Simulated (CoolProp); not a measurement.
Saturation properties of nitrogen.

Model: reference Helmholtz-energy equation of state, Span 2000, in CoolProp.

```
T (°C)   p (kPa)  liquid density (kg/m³)  surface tension (mN/m)  vapour viscosity (µPa s)
-------  -------  ----------------------  ----------------------  ------------------------
-187.65    240.1                     ___                    7.07                      6.10
-184.65    316.3                   752.7                    6.43                       ___
-181.65      ___                   737.2                    5.80                      6.61
-178.65    520.1                   721.0                     ___                      6.89
-175.65    651.6                   704.1                    4.58                       ___
-172.65    805.6                   686.3                    3.99                      7.48
-169.65    984.1                   667.4                    3.42                      7.81
-166.65     1189                   647.2                    2.86                      8.16
-163.65     1424                   625.3                    2.33                      8.56
-160.65     1690                   601.2                    1.82                      9.00
-157.65     1990                   573.9                    1.34                       ___
-154.65     2327                   542.0                   0.888                      10.2
-151.65      ___                   502.0                   0.479                      11.1
```

Q: What belongs in the gaps?

A: 
- -187.65, liquid density (kg/m³): 767.7
- -184.65, vapour viscosity (µPa s): 6.35
- -181.65, p (kPa): 409.0
- -178.65, surface tension (mN/m): 5.18
- -175.65, vapour viscosity (µPa s): 7.18
- -157.65, vapour viscosity (µPa s): 9.54
- -151.65, p (kPa): 2705

It boils at -195.8 °C under 1 atm.

Viscosity comes from a separate model (Lemmon 2004). Surface tension comes from a separate correlation (Mulero 2012).
